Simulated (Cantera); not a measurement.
## Ignition delay

Mixture: CO : H2 : CH4 : O2 : N2 : H2O = 1 : 0.078 : 0.3 : 2.23 : 11.8 : 3.3 (molar parts), equivalence ratio 0.51, at 1.01 bar, adiabatic and at constant pressure. Ignition delay is the time to a rise of 400 K.

Detailed kinetics in Cantera: GRI-Mech 3.0 (53 species, 325 reactions). Where the delays flatten at high temperature, the 400 K rule measures the pace of heat release, not the induction time.

```json
[
 {"T0 (K)": "1298", "delay (ms)": "1.48"},
 {"T0 (K)": "1348", "delay (ms)": "1.02"},
 {"T0 (K)": "1398", "delay (ms)": "0.729"},
 {"T0 (K)": "1448", "delay (ms)": "0.537"},
 {"T0 (K)": "1498", "delay (ms)": "0.409"},
 {"T0 (K)": "1548", "delay (ms)": "0.321"},
 {"T0 (K)": "1598", "delay (ms)": "0.260"}
]
```

The apparent activation energy between 1498 and 1598 K is 90 kJ/mol.
